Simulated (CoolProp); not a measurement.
Aqueous potassium carbonate as a coolant, 38 % by mass, freezing at -32.8 °C, 1 atm.

Model: Melinder's fits for secondary coolants, in CoolProp.

```tsv
T (°C)	density (kg/m³)	Prandtl number	conductivity (W/(m K))	cp (kJ/(kg K))
-8.5	1404	49.3	0.513	2.704
-3.8	1402	40.8	0.521	2.713
0.9	…	34.2	0.528	2.721
5.5	1398	29.2	0.536	2.729
10.2	1396	25.2	0.543	2.738
14.9	1394	21.9	0.551	…
19.6	1391	19.3	0.558	2.755
24.3	1389	17.1	0.565	…
29	1386	15.2	0.573	2.773
33.7	1383	13.7	0.580	2.781
```

### Question
Complete the blanks.

### Answer

- 0.9, density (kg/m³): 1400
- 14.9, cp (kJ/(kg K)): 2.747
- 24.3, cp (kJ/(kg K)): 2.764
